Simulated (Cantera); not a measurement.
An isothermal, constant-pressure homogeneous reactor starts with N₂O : H₂O = 1 : 0.18 (molar parts), at 1275 K and 850 Pa. Integrator tolerance rtol = 1e-08.

Computed with Cantera and GRI-Mech 3.0 (53 species, 325 reactions). GRI-Mech 3.0 was tuned for natural gas; its chemistry of N2O as a main component is partial and can be far from experiment. Radical loss at walls, strong at low pressure, is not modelled. The mechanism lacks the step 2 NO + O2 → 2 NO2, which can matter for NO2 below about 1400 K. The temperature is held fixed by assumption; the heat of reaction is taken as removed at once.

Task: What does this change do: pressure from 850 Pa to 12000 Pa?

Result: 
| quantity | before | after |
|---|---|---|
| x(N₂O) at 3.00 s | 0.731 (gas-phase equilibrium 1.88e-9) | 0.169 (gas-phase equilibrium 7.05e-9) |
| x(H₂O) at 3.00 s | 0.146 (gas-phase equilibrium 0.107) | 0.116 (gas-phase equilibrium 0.107) |
| x(H₂O₂) at 3.00 s | 2.54e-8 (gas-phase equilibrium 2.43e-10) | 1.87e-8 (gas-phase equilibrium 9.13e-10) |
| x(NO) at 3.00 s | 0.00807 (gas-phase equilibrium 0.000349) | 0.0468 (gas-phase equilibrium 0.000349) |
| x(O₂) at 3.00 s | 0.0361 (gas-phase equilibrium 0.297) | 0.215 (gas-phase equilibrium 0.297) |

Task: What does this change do: temperature 1275 to 1025 K?

Result: 
```json
[
 {"quantity": "x(N₂O) at 3.00 s", "before": "0.731 (gas-phase equilibrium 1.88e-9)", "after": "0.847 (gas-phase equilibrium 2.73e-10)"},
 {"quantity": "x(H₂O) at 3.00 s", "before": "0.146 (gas-phase equilibrium 0.107)", "after": "0.153 (gas-phase equilibrium 0.107)"},
 {"quantity": "x(H₂O₂) at 3.00 s", "before": "2.54e-8 (gas-phase equilibrium 2.43e-10)", "after": "8.62e-8 (gas-phase equilibrium 2.07e-11)"},
 {"quantity": "x(NO) at 3.00 s", "before": "0.00807 (gas-phase equilibrium 0.000349)", "after": "1.23e-5 (gas-phase equilibrium 4.26e-5)"},
 {"quantity": "x(O₂) at 3.00 s", "before": "0.0361 (gas-phase equilibrium 0.297)", "after": "0.000228 (gas-phase equilibrium 0.298)"}
]
```
